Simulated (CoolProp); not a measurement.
Properties of R227EA along the isobar 10.2 MPa.

Computed with CoolProp (reference Helmholtz-energy equation of state, Lemmon 2016).

```tsv
T (°C)	phase	viscosity (µPa s)	conductivity (mW/(m K))	fugacity coefficient
-115.45	liquid	2560	92.2	8.328e-6
-101.65	liquid	1850	90.3	4.586e-5
-87.85	liquid	1400	88.2	0.0001869
-74.15	liquid	1100	85.9	0.0005988
-60.35	liquid	879	83.4	0.001609
-46.55	liquid	718	80.7	0.003727
-32.75	liquid	595	77.9	0.007652
-18.95	liquid	498	74.9	0.01423
-5.15	liquid	420	71.9	0.02435
```

Viscosity comes from a separate model (Huber 2003), an estimate that may be off by 10 % or more. Thermal conductivity comes from a separate model (Huber 2003), an estimate that may be off by 10 % or more.
